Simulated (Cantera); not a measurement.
## Low-pressure radical oxidation in H2/O2

An isothermal, constant-pressure homogeneous reactor starts with H2 : O2 = 0.074 : 1 (molar parts), equivalence ratio 0.037, at 1450 K and 1.35 Torr.

Detailed kinetics in Cantera: GRI-Mech 3.0 (53 species, 325 reactions). Radical loss at walls, strong at low pressure, is not modelled. The temperature is held fixed by assumption; the heat of reaction is taken as removed at once.

```csv
t (s),x H2,x O2,x OH,x O,x HO2
4.00e-5,0.0689,0.931,2.10e-9,2.13e-9,1.58e-8
0.000163,0.0689,0.931,2.58e-8,2.70e-8,6.43e-8
0.000663,0.0689,0.931,2.93e-7,3.31e-7,2.61e-7
0.00270,0.0688,0.931,4.05e-5,4.73e-5,1.04e-6
0.0110,0.00160,0.874,0.00888,0.0482,2.99e-7
0.0447,0.00152,0.874,0.00871,0.0481,2.96e-7
0.182,0.00147,0.876,0.00858,0.0464,2.94e-7
0.741,0.00129,0.883,0.00809,0.0401,2.85e-7
3.02,0.000791,0.902,0.00639,0.0234,2.43e-7
12.3,0.000189,0.922,0.00315,0.00532,1.24e-7
50.0,1.94e-5,0.928,0.00101,0.000537,4.33e-8
```
x: mole fraction; the columns are a selection and need not sum to one.

Equilibrium at this temperature and pressure: H2 1.66e-6, O2 0.928, OH 0.000297, O 4.59e-5, HO2 7.11e-8 (gas phase only).
